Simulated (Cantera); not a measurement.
A Cantera script and its output.

```python
import numpy as np
import cantera as ct

gas = ct.Solution("gri30.yaml")


def delay(T, t_max=10):
    gas.TPX = T, 200000, {'CH3OH': 1, 'O2': 3.41, 'N2': 12.8}
    reactor = ct.IdealGasReactor(gas, clone=False)
    net = ct.ReactorNet([reactor])
    net.rtol, net.atol = 1e-8, 1e-16
    while net.time < t_max:
        t_old, T_old = net.time, reactor.T
        net.step()
        if reactor.T > T + 400:  # ignition: a rise of 400 K
            return t_old + (T + 400 - T_old) / (reactor.T - T_old) * (net.time - t_old)
    return np.nan


taus = []
for T in [1173, 1223, 1273, 1323, 1373, 1423]:
    taus.append(delay(T))
    print(f"T0 = {T:6g} K   tau = {taus[-1]:.4e} s")
```

Result:

```
T0 =   1173 K   tau = 9.6142e-03 s
T0 =   1223 K   tau = 4.1956e-03 s
T0 =   1273 K   tau = 1.9752e-03 s
T0 =   1323 K   tau = 9.9747e-04 s
T0 =   1373 K   tau = 5.3743e-04 s
T0 =   1423 K   tau = 3.0724e-04 s
```

Cantera simulation using GRI-Mech 3.0 (53 species, 325 reactions); the numbers are that mechanism's predictions, not measurements. GRI-Mech 3.0 was tuned for natural gas; its chemistry of methanol as a main component is partial and can be far from experiment.
